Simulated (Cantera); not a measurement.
Input: 1 mol CH3SiH3, 0.024 mol CH4, 160 mol H2, held at 1927 °C and 2.03 Torr.

Equilibrium computed with Cantera from the NASA thermochemical tables; the gas is ideal and each condensed phase is pure. Candidate condensed phases: C, C6H6, C7H8, C8H18, Si, SiC; 87 gas species. The feed counts by its element totals alone. Equilibrium is a limit: real reactors are often held back by kinetics, nucleation or transport.

Base state: H2 0.890, H 0.102, Si 0.00498, C2H2 (acetylene) 0.00228, SiC2 0.000479, SiH 0.000108, Si2C 9.94e-5 (mole fractions); condensed: C(graphite).

Problem. What changes in the equilibrium state with this change: temperature from 1927 °C to 1227 °C?

Solution. 
```
species             before     after
----------------  --------  --------
H2                   0.890     1.000
H                    0.102  0.000339
C2H2 (acetylene)   0.00228   9.02e-6
Si                 0.00498   2.84e-8
SiC2              0.000479     <1e-9
Si2C               9.94e-5     <1e-9
C(graphite), mol    0.0470    0.0199
SiC(s), mol              0     1.000
```
